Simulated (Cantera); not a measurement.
## Ignition delay

Mixture: C₃H₈ : O₂ : N₂ = 1 : 7.81 : 29.4 (molar parts), equivalence ratio 0.64, at 0.484 atm, adiabatic and at constant volume. Ignition delay is the time to a rise of 400 K.

Cantera simulation using GRI-Mech 3.0 (53 species, 325 reactions); the numbers are that mechanism's predictions, not measurements. GRI-Mech 3.0 was tuned for natural gas; its chemistry of propane as a main component is partial and can be far from experiment.

| T0 (K) | delay (ms) |
|---|---|
| 1075 | 135 |
| 1175 | 13.0 |
| 1275 | 1.86 |
| 1375 | 0.411 |
| 1475 | 0.135 |
| 1575 | 0.0608 |

```
Property                                                 Value
--------------------------------------------------  ----------
apparent activation energy between 1375 and 1575 K  170 kJ/mol
```
